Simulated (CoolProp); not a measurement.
Vapour-liquid equilibrium of R134a (1) + R124 (2) at 46.7 kPa; x and y are mole fractions of (1).

Model: multi-fluid Helmholtz-energy mixture model, Tillner-Roth 1994 and de Vries 1995; pair parameters Bell 2016, in CoolProp.

Problem. Give the bubble temperature and the first vapour's composition at x = 0.15, 0.25, 0.65. Is there an azeotrope?

Solution. x = 0.15: 240.7 K, y = 0.276; x = 0.25: 238.9 K, y = 0.412; x = 0.65: 234.0 K, y = 0.769. No azeotrope shows between x = 0.05 and 0.95.

The pair parameters rest on a limited set of measurements; away from them the model extrapolates.
